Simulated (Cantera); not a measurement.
An adiabatic, constant-volume homogeneous reactor starts with CH₃OH : O₂ : N₂ = 1 : 1.76 : 6.64 (molar parts), at 1400 K and 4.84 atm. Integrator tolerance rtol = 1e-08.

Cantera simulation using GRI-Mech 3.0 (53 species, 325 reactions); the numbers are that mechanism's predictions, not measurements. GRI-Mech 3.0 was tuned for natural gas; its chemistry of methanol as a main component is partial and can be far from experiment.

Q: What does this change do: pressure from 4.84 atm to 28.6 atm?

A: 
```tsv
quantity	before	after
time of steepest temperature rise	0.154 ms	41.6 µs
temperature at 0.700 s	2926 K	3051 K
equilibrium temperature	2926 K	3051 K
x(CH₃OH) at 0.700 s	<1e-12 (gas-phase equilibrium <1e-12)	<1e-12 (gas-phase equilibrium <1e-12)
x(O₂) at 0.700 s	0.0313 (gas-phase equilibrium 0.0313)	0.0271 (gas-phase equilibrium 0.0271)
x(H₂O) at 0.700 s	0.174 (gas-phase equilibrium 0.174)	0.181 (gas-phase equilibrium 0.181)
x(HCN) at 0.700 s	3.24e-9 (gas-phase equilibrium 3.24e-9)	8.40e-9 (gas-phase equilibrium 8.40e-9)
x(CH₂) at 0.700 s	<1e-12 (gas-phase equilibrium <1e-12)	<1e-12 (gas-phase equilibrium <1e-12)
```
The pressure lies above the range GRI-Mech 3.0 was tuned for (to about 10 atm). Above 3000 K some thermodynamic fits are extrapolated.
